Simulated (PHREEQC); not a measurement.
Make-up at 25 °C: 190 mmol/kgw HCl, 0.28 mmol/kgw NaCl and 6.1 mmol/kgw MnSO4. Closed to the air; pH follows from the charge balance.

Model: ion-association model, phreeqc.dat, run in PHREEQC.

This is a speciation only: nothing precipitates in the calculation.

Task: What pH does the model give?

Result: pH 0.83.

Task: In which forms is Mn present?

Result: Mn+2 79 %, MnCl+ 19 %, MnSO4 1.2 %, MnCl2 0.8 % of the Mn.
